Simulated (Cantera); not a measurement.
# Thermodynamics of silicon nitride deposition, feed SiH2Cl2 + N2 + NH3

Input: 1 mol SiH2Cl2, 19 mol N2, 38 mol NH3, at 0.100 bar.

Method: chemical equilibrium by Gibbs-energy minimisation in Cantera with the NASA 1993 tables (ideal gas, pure condensed phases). Candidate condensed phases: NH4Cl, Si, Si3N4; 28 gas species. The tables' values for SiCl, SiN are old estimates; treat these amounts as uncertain. Gases not in the tables: Si2H6 and higher silanes. Equilibrium is a limit: real reactors are often held back by kinetics, nucleation or transport.

From 798 K to 1798 K the condensed part is Si3N4(s). From 1898 K to 1998 K the condensed part is Si(l). The main Si-bearing gas is SiCl4 at 798 K and SiCl2 at 1998 K.

| T (K) | log p H2 | log p N2 | log p HCl | log p H | n Si3N4(s) | n Si(l) |
|---|---|---|---|---|---|---|
| 798 | -1.23 | -1.41 | -2.68 | -12.19 | 0.333 | 0 |
| 898 | -1.23 | -1.41 | -2.68 | -10.57 | 0.333 | 0 |
| 998 | -1.23 | -1.41 | -2.68 | -9.28 | 0.333 | 0 |
| 1098 | -1.23 | -1.41 | -2.68 | -8.22 | 0.333 | 0 |
| 1198 | -1.23 | -1.41 | -2.68 | -7.33 | 0.333 | 0 |
| 1298 | -1.23 | -1.41 | -2.68 | -6.58 | 0.333 | 0 |
| 1398 | -1.23 | -1.41 | -2.68 | -5.94 | 0.333 | 0 |
| 1498 | -1.23 | -1.41 | -2.68 | -5.38 | 0.332 | 0 |
| 1598 | -1.23 | -1.41 | -2.69 | -4.89 | 0.330 | 0 |
| 1698 | -1.23 | -1.41 | -2.70 | -4.45 | 0.324 | 0 |
| 1798 | -1.23 | -1.41 | -2.71 | -4.07 | 0.309 | 0 |
| 1898 | -1.23 | -1.41 | -2.75 | -3.72 | 0 | 0.835 |
| 1998 | -1.23 | -1.41 | -2.75 | -3.41 | 0 | 0.801 |
log p: log10 of the partial pressure in bar; n: condensed amount in mol.
